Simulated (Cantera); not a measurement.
A closed system holds: 1 mol Si, 0.095 mol CO₂, 64 mol H₂, held at 1.00 bar.

Cantera equilibrium calculation (NASA polynomials, part measured and part estimated; ideal gas, pure solids and liquids). Candidate condensed phases: C, C₆H₆, C₇H₈, C₈H₁₈, H₂O, Si, SiC, SiO₂; 123 gas species. Mutual solubility and eutectic melting of coexisting phases are not modelled. The tables hold silica as quartz up to 1696 K and as liquid above; real silica turns to tridymite and cristobalite and melts near 1996 K. Gases not in the tables: Si₂H₆ and higher silanes. Kinetics and transport are ignored.

log p: log10 of the partial pressure in bar; n: condensed amount in mol.

```tsv
T (°C)	log p H₂	log p SiO	log p H	log p CO	n Si(s)	n SiC(s)	n SiO₂(β-quartz)	n Si(l)
1325	0.00	-2.56	-4.27	-3.98	0.733	0.0872	0.00290	0
1350	0.00	-2.55	-4.16	-3.93	0.731	0.0865	0	0
1375	0.00	-2.55	-4.05	-3.90	0.732	0.0859	0	0
1400	0.00	-2.55	-3.94	-3.87	0.733	0.0853	0	0
1425	0.00	-2.55	(withheld)	-3.83	0	0.0844	0	0.734
1450	0.00	-2.56	(withheld)	(withheld)	0	0.0827	0	0.738
1475	0.00	-2.56	-3.64	-3.69	0	0.0807	0	0.741
1500	0.00	-2.57	-3.55	-3.62	0	0.0785	0	0.745
1525	0.00	-2.57	-3.45	-3.56	0	0.0761	0	0.749
1550	0.00	-2.58	-3.36	-3.50	0	0.0734	0	0.754
1575	0.00	-2.59	-3.28	-3.44	0	0.0704	0	0.760
```

What belongs in the gaps?


- 1425, log p H: -3.84
- 1450, log p H: -3.74
- 1450, log p CO: -3.76
